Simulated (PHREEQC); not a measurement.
0.1 mol of Cerargyrite (AgCl) is brought to equilibrium with 1 kg of water holding 0.001 mol NaCl, at 25 °C, the pH being set by adding NaOH or HCl. O2 is buffered at 0.21 atm. The system is closed to CO2. Solids allowed: Cerargyrite, Ag2O. Others were left out.

Equilibrium calculation in PHREEQC: ion-association model, wateq4f.dat.

```
pH     dissolved Ag (mol/kgw)  dissolved Cl (mol/kgw)  Ag2O (mol)  Ag(OH)2- (mol/kgw)  AgOH (mol/kgw)
-----  ----------------------  ----------------------  ----------  ------------------  --------------
4                     5.41e-7                 0.00110           0                   0               0
4.45                  5.50e-7                 0.00104           0                   0               0
4.9                   5.53e-7                 0.00101           0                   0        1.44e-14
5.35                  5.54e-7                 0.00101           0                   0        4.11e-14
5.8                   5.55e-7                 0.00100           0                   0        1.16e-13
6.25                  5.55e-7                 0.00100           0                   0        3.27e-13
6.7                   5.55e-7                 0.00100           0                   0        9.23e-13
7.15                  5.55e-7                 0.00100           0                   0        2.60e-12
7.6                   5.55e-7                 0.00100           0                   0        7.33e-12
8.05                  5.55e-7                 0.00100           0                   0        2.07e-11
8.5                   5.55e-7                 0.00100           0            1.91e-14        5.83e-11
8.95                  5.55e-7                 0.00100           0            1.52e-13        1.64e-10
9.4                   5.56e-7                 0.00100           0            1.21e-12        4.63e-10
9.85                  5.57e-7                 0.00100           0            9.59e-12         1.31e-9
10.3                  5.60e-7                 0.00100           0            7.65e-11         3.69e-9
10.75                 5.70e-7                 0.00100           0            6.15e-10         1.05e-8
11.2                  5.98e-7                 0.00100           0             5.00e-9         2.98e-8
11.65                 7.01e-7                 0.00100           0             4.18e-8         8.61e-8
12.1                  1.21e-6                 0.00100           0             3.61e-7         2.53e-7
12.55                 4.65e-6                 0.00100           0             3.27e-6         7.57e-7
13                    2.78e-5                 0.00123    0.000100             2.53e-5         1.89e-6
```

Ag2O from pH = 13.
